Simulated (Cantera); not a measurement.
Standard-state values (1 bar) from the NASA 1993 polynomials, evaluated with Cantera. Values are per mole of reaction as written; species without (g) are pure solids or liquids, kept so even where they would boil at 1 bar.

3 HBO2(g) + N(g) ⇌ B2O3(g) + 3 OH(g) + BN

```
T (K)    ΔH° (kJ)   ΔS° (J/K)    ΔG° (kJ)     log10 K
-----  ----------  ----------  ----------  ----------
300         240.5       -22.5       247.2      -43.04
2498        265.9        10.4       239.8       -5.02
2548   (withheld)  (withheld)  (withheld)  (withheld)
2598        266.5        10.6       238.8       -4.80
2648        266.7        10.8       238.3       -4.70
2698   (withheld)  (withheld)  (withheld)  (withheld)
2748   (withheld)  (withheld)  (withheld)  (withheld)
2798        267.6        11.1       236.6       -4.42
2848        267.9        11.2       236.1       -4.33
2898        268.1        11.3       235.5       -4.24
2948        268.4        11.3       234.9       -4.16
```

Q: Fill in the missing entries.

A: 
- 2548, ΔH° (kJ): 266.2
- 2548, ΔS° (J/K): 10.5
- 2548, ΔG° (kJ): 239.3
- 2548, log10 K: -4.91
- 2698, ΔH° (kJ): 267.0
- 2698, ΔS° (J/K): 10.9
- 2698, ΔG° (kJ): 237.7
- 2698, log10 K: -4.60
- 2748, ΔH° (kJ): 267.3
- 2748, ΔS° (J/K): 11.0
- 2748, ΔG° (kJ): 237.2
- 2748, log10 K: -4.51
